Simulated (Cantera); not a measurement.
Input: 1 mol SiH₄, a varied amount of N₂, held at 1648.15 K and 32.3 Torr.

Cantera equilibrium calculation (NASA polynomials, part measured and part estimated; ideal gas, pure solids and liquids). Candidate condensed phases: Si, Si₃N₄; 18 gas species. Mutual solubility and eutectic melting of coexisting phases are not modelled. Equilibrium is a limit: real reactors are often held back by kinetics, nucleation or transport.

### Question
Which condensed phases are stable at each of these points (n(N₂) (mol)): 0.6, 0.95, 1.3, 1.6, 2, 2.3, 2.7, 3, 3.4?

### Answer
```
n(N₂) (mol)  condensed phases  Si condensed (%)
-----------  ----------------  ----------------
0.6          Si(s) + Si₃N₄(s)             100.0
0.95                 Si₃N₄(s)             100.0
1.3                  Si₃N₄(s)             100.0
1.6                  Si₃N₄(s)             100.0
2                    Si₃N₄(s)             100.0
2.3                  Si₃N₄(s)             100.0
2.7                  Si₃N₄(s)             100.0
3                    Si₃N₄(s)             100.0
3.4                  Si₃N₄(s)             100.0
```

At 0.6 mol N₂ the condensed part is Si(s) + Si₃N₄(s). From 0.95 mol N₂ to 3.4 mol N₂ the condensed part is Si₃N₄(s).
